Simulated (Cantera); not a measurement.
# Al + N2 + H2 (aluminium nitride and oxide growth)

Feed: 1 mol Al, 4.4 mol N2, 3.3 mol H2.

Method: chemical equilibrium by Gibbs-energy minimisation in Cantera with the NASA 1993 tables (ideal gas, pure condensed phases). Candidate condensed phases: Al, AlN; 13 gas species. The numbers say what is thermodynamically allowed, not how fast it happens.

Stable condensed phases:

```
T in K \ P in Pa
             10     28     77    220    600   1700   4600  13000  36000 100000
   1873       A      A      B      B      B      B      B      B      B      B
   1773       A      B      B      B      B      B      B      B      B      B
   1673       B      B      B      B      B      B      B      B      B      B
   1573       B      B      B      B      B      B      B      B      B      B
   1473       B      B      B      B      B      B      B      B      B      B
   1373       B      B      B      B      B      B      B      B      B      B
   1273       B      B      B      B      B      B      B      B      B      B
   1173       B      B      B      B      B      B      B      B      B      B
   1073       B      B      B      B      B      B      B      B      B      B
```

A: gas only; B: AlN.
